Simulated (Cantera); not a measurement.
## Pyrogenic steam for wet oxidation

An isothermal, constant-pressure homogeneous reactor starts with 17.1 % H₂, 28.6 % O₂, 54.3 % N₂, equivalence ratio 0.30, at 1175 K and 0.987 atm.

Computed with Cantera and the H2/O2 subset of GRI-Mech 3.0, which has no nitrogen chemistry. The temperature is held fixed by assumption; the heat of reaction is taken as removed at once.

```
t (s)         x H₂   x O₂       x O   x H₂O₂     x HO₂
--------  --------  -----  --------  -------  --------
0.000100   0.00411  0.220  0.000527  1.31e-5  0.000115
0.000562  0.000516  0.219   2.21e-5  2.32e-6   2.31e-5
0.00316    2.98e-5  0.219   1.29e-6  1.78e-7   1.76e-6
0.0178     1.33e-7  0.219   1.24e-7  2.65e-8   4.76e-8
0.100      6.17e-9  0.219   2.06e-8  4.78e-9   1.38e-8
0.562      3.05e-9  0.219   7.18e-9  1.74e-9   1.41e-8
3.16       3.02e-9  0.219   6.87e-9  1.67e-9   1.43e-8
17.8       3.02e-9  0.219   6.87e-9  1.67e-9   1.43e-8
100        3.02e-9  0.219   6.87e-9  1.67e-9   1.43e-8
```
x: mole fraction; the columns are a selection and need not sum to one.

Equilibrium at this temperature and pressure: H₂ 3.02e-9, O₂ 0.219, O 6.87e-9, H₂O₂ 1.67e-9, HO₂ 1.43e-8 (gas phase only).
